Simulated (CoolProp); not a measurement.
Vapour-liquid equilibrium of m-xylene (1) + n-decane (2) at 106.45 °C; x and y are mole fractions of (1).

Computed with CoolProp (multi-fluid Helmholtz-energy mixture model, Zhou 2012 and Lemmon 2006; pair parameters Bell 2016).

### Question
Give the bubble pressure and the first vapour's composition at x = 0.25, 0.35, 0.45. Is there an azeotrope?

### Answer
x = 0.25: 0.01939 MPa, y = 0.516; x = 0.35: 0.02201 MPa, y = 0.627; x = 0.45: 0.02457 MPa, y = 0.714. No azeotrope shows between x = 0.05 and 0.95.

The pair parameters rest on a limited set of measurements; away from them the model extrapolates.
